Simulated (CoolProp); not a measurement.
Vapour-liquid equilibrium of R134a (1) + methanol (2) at 0.0139 MPa; x and y are mole fractions of (1).

The numbers come from the multi-fluid Helmholtz-energy mixture model, Tillner-Roth 1994 and de Reuck 1993; pair parameters Bell 2016 in CoolProp.

| x | bubble temperature, mixture model (°C) | bubble temperature, Raoult's law (°C) | y, mixture model | y, Raoult's law |
|---|---|---|---|---|
| 0.05 | -37.8 | -6.7 | 0.983 | 0.820 |
| 0.2 | -53.4 | -34.4 | 0.996 | 0.981 |
| 0.35 | -55.7 | -44.8 | 0.997 | 0.994 |
| 0.5 | -56.6 | -51.0 | 0.998 | 0.997 |
| 0.65 | -57.8 | -55.4 | 0.998 | 0.999 |
| 0.8 | -59.3 | -58.6 | 0.999 | 1.000 |
| 0.95 | -61.3 | -61.3 | 1.000 | 1.000 |

The largest gap from Raoult's law is -31.1 K in bubble temperature, at x = 0.05. No azeotrope shows between x = 0.05 and 0.95.

Pair parameters are fitted to limited data, so mixtures are less certain than the pure fluids. With so large a gap from Raoult's law the liquid may split in two, which this calculation doesn't test in full.
